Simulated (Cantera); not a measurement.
An isothermal, constant-pressure homogeneous reactor starts with H2 : O2 : N2 = 1.1 : 1 : 16 (molar parts), equivalence ratio 0.55, at 950 K and 0.158 atm. Integrator tolerance rtol = 1e-08.

Detailed kinetics in Cantera: the H2/O2 subset of GRI-Mech 3.0, which has no nitrogen chemistry. The temperature is held fixed by assumption; the heat of reaction is taken as removed at once.

**Question.** What does this change do: temperature 950 to 825 K?

**Answer.** 
```
quantity                                             before                                    after
-----------------  ----------------------------------------  ---------------------------------------
x(H2) at 2.00 s    4.18e-8 (gas-phase equilibrium 1.79e-11)   0.00556 (gas-phase equilibrium <1e-12)
x(O2) at 2.00 s       0.0256 (gas-phase equilibrium 0.0256)    0.0283 (gas-phase equilibrium 0.0256)
x(H) at 2.00 s      1.03e-10 (gas-phase equilibrium <1e-12)   3.16e-8 (gas-phase equilibrium <1e-12)
x(H2O2) at 2.00 s  3.36e-9 (gas-phase equilibrium 5.77e-12)   1.75e-5 (gas-phase equilibrium <1e-12)
x(H2O) at 2.00 s      0.0627 (gas-phase equilibrium 0.0627)    0.0569 (gas-phase equilibrium 0.0627)
x(OH) at 2.00 s     8.48e-7 (gas-phase equilibrium 3.05e-8)  8.29e-9 (gas-phase equilibrium 1.36e-9)
```
Below about 950 K walls govern HO2 and H2O2 in real vessels.

**Question.** What does this change do: temperature 950 to 750 K?

**Answer.** 
```csv
quantity,before,after
x(H2) at 2.00 s,4.18e-8 (gas-phase equilibrium 1.79e-11),0.0608 (gas-phase equilibrium <1e-12)
x(O2) at 2.00 s,0.0256 (gas-phase equilibrium 0.0256),0.0552 (gas-phase equilibrium 0.0256)
x(H) at 2.00 s,1.03e-10 (gas-phase equilibrium <1e-12),<1e-12 (gas-phase equilibrium <1e-12)
x(H2O2) at 2.00 s,3.36e-9 (gas-phase equilibrium 5.77e-12),3.06e-11 (gas-phase equilibrium <1e-12)
x(H2O) at 2.00 s,0.0627 (gas-phase equilibrium 0.0627),6.73e-11 (gas-phase equilibrium 0.0627)
x(OH) at 2.00 s,8.48e-7 (gas-phase equilibrium 3.05e-8),<1e-12 (gas-phase equilibrium 1.28e-10)
```
Below about 950 K walls govern HO2 and H2O2 in real vessels.
